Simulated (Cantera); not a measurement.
Input (Python, Cantera) and output of one run.

```python
import numpy as np
import cantera as ct

gas_names = """
    Fe FeO Fe(OH)2 H HO2 H2 H2O H2O2 H2S H2SO4 O OH O2 O3 S SH SO SO2 SO3 S2 S2O S8
""".split()
cond_names = """
    Fe(a) Fe(c) Fe(d) Fe(L) FeO(s) FeO(L) Fe(OH)2(s) Fe(OH)3(s) FeS(a) FeS(b) FeS(c) FeS(L) FeSO4(s)
    FeS2(s) Fe2O3(s) Fe2S3O12(s) Fe3O4(s) H2O(s) H2O(L) H2SO4(L) S(cr1) S(cr2) S(L)
""".split()


# ... load() reads the species with a 1 bar reference pressure and builds the phases ...
atoms = {
    'Fe2O3': {'Fe': 2, 'O': 3},
    'H2S': {'H': 2, 'S': 1},
    'H2O': {'H': 2, 'O': 1},
}
top_T = {'FeSO4(s)': 950, 'FeS2(s)': 1010, 'Fe2O3(s)': 1830, 'Fe2S3O12(s)': 1100, 'Fe3O4(s)': 1870}  # K; cautious upper limits of use, not melting points


# ... equilibrate(T, P, feed) seeds the gas with the atoms and calls Mixture.equilibrate('TP', solver="vcs", rtol=1e-11, max_steps=5000) ...
results = []
feed = {'Fe2O3': 1, 'H2S': 0.7, 'H2O': 6.5}  # mol
T = 1823.15  # K
P = 210000  # Pa
mix = equilibrate(T, P, feed)
results.append((T, P, feed, dict(zip(mix.species_names, mix.species_moles))))
print(gas.report(threshold=0.001))
for i in range(1, mix.n_phases):
    print(f"{mix.phase(i).name:16s} {mix.phase_moles(i):12.5e} mol")
```

It prints:

```
       temperature   1823.2 K
          pressure   2.1e+05 Pa
           density   0.2794 kg/m^3
  mean mol. weight   20.168 kg/kmol
   phase of matter   gas

                          1 kg             1 kmol
                     ---------------   ---------------
          enthalpy       -7.7102e+06        -1.555e+08  J
   internal energy       -8.4618e+06       -1.7066e+08  J
           entropy             12822        2.5859e+05  J/K
    Gibbs function       -3.1086e+07       -6.2694e+08  J
 heat capacity c_p            2443.3             49276  J/K
 heat capacity c_v              2031             40961  J/K

                      mass frac. Y      mole frac. X     chem. pot. / RT
                     ---------------   ---------------   ---------------
                H2         0.0088318          0.088353           -20.874
               H2O           0.73843           0.82668           -42.473
               H2S          0.015239         0.0090193           -34.726
                SO         0.0065206         0.0027364           -35.452
               SO2           0.21184          0.066697           -57.051
                S2          0.015724         0.0049458           -27.704
     [  +16 minor]         0.0034107         0.0015722

Fe(L)             0.00000e+00 mol
FeO(L)            1.99893e+00 mol
FeS(L)            0.00000e+00 mol
Fe2O3(s)          0.00000e+00 mol
Fe3O4(s)          0.00000e+00 mol
S(L)              0.00000e+00 mol
```

These are equilibrium values from Cantera (NASA tables, ideal gas, pure condensed phases), not measurements of a reactor. The tables' stoichiometric FeO is somewhat more stable than real wüstite, so its field is too wide. FeO: taken at fixed stoichiometry.
